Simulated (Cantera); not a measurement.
An adiabatic, constant-volume homogeneous reactor starts with CH₄ : C₂H₆ : O₂ : N₂ = 1 : 0.13 : 2.58 : 9.72 (molar parts), equivalence ratio 0.95, at 1025 K and 1500 Torr.

Detailed kinetics in Cantera: GRI-Mech 3.0 (53 species, 325 reactions).

Predict: time of steepest temperature rise; temperature at 0.800 s; equilibrium temperature; x(O₂) at 0.800 s; x(HCO) at 0.800 s.

time of steepest temperature rise: 39.3 ms
temperature at 0.800 s: 2807 K
equilibrium temperature: 2807 K
x(O₂) at 0.800 s: 0.0191 (gas-phase equilibrium 0.0191)
x(HCO) at 0.800 s: 5.71e-8 (gas-phase equilibrium 5.71e-8)
